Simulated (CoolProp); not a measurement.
The fluid at 305.53 K and 4.69 MPa (stagnation) flows isentropically through a choked orifice. The same conditions are run with several fluids, on thermodynamics alone (safety and materials aside).

Computed with CoolProp (reference Helmholtz-energy equation of state of each fluid (oxygen: Schmidt 1985; ethylene: Smukala 2000; carbon dioxide: Span 1996)).

Task: Rank oxygen, ethylene, carbon dioxide by throat to inlet pressure ratio, highest first.

Result: ethylene (0.565), carbon dioxide (0.552), oxygen (0.524)

```json
[
 {"fluid": "oxygen", "mass flux (kg/(m² s))": "11600", "throat temperature (K)": "253.1"},
 {"fluid": "ethylene", "mass flux (kg/(m² s))": "12100", "throat temperature (K)": "265.9"},
 {"fluid": "carbon dioxide", "mass flux (kg/(m² s))": "15000", "throat temperature (K)": "263.1"}
]
```

Above 300 K oxygen's equation is extrapolated.
